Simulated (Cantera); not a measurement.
A closed system holds: 1 mol Si, 0.1 mol N2O, 30 mol N2, at 977 °C and 26.0 mbar.

Cantera equilibrium calculation (NASA polynomials, part measured and part estimated; ideal gas, pure solids and liquids). Candidate condensed phases: Si, SiO2, Si2N2O, Si3N4; 16 gas species. Mutual solubility and eutectic melting of coexisting phases are not modelled. Equilibrium is a limit: real reactors are often held back by kinetics, nucleation or transport.

Base state: N2 1.00 (mole fractions); condensed: Si2N2O(s) + Si3N4(s).

Problem. What changes in the equilibrium state with this change: temperature from 977 °C to 1625 °C?

Solution. 
```csv
species,before,after
N2,1.00,0.996
SiO,<1e-9,0.00331
Si,<1e-9,0.000472
Si2N,<1e-9,3.71e-5
SiN,<1e-9,2.56e-5
"Si2N2O(s), mol",0.100,0
"Si3N4(s), mol",0.267,0
"Si(l), mol",0,0.882
```
The tables' values for SiN are old estimates; treat these amounts as uncertain.

Problem. What changes in the equilibrium state with this change: 0.58 mol HF added?

Solution. 
```json
[
 {"species": "N2", "before": "1.00", "after": "0.985"},
 {"species": "H2", "before": "0", "after": "0.00955"},
 {"species": "SiF4", "before": "0", "after": "0.00471"},
 {"species": "HF", "before": "0", "after": "0.000232"},
 {"species": "SiF3", "before": "0", "after": "7.17e-5"},
 {"species": "Si2N2O(s), mol", "before": "0.100", "after": "0.100"},
 {"species": "Si3N4(s), mol", "before": "0.267", "after": "0.219"}
]
```
The tables' values for SiF3 are old estimates; treat these amounts as uncertain. Further candidate phases: H2O.
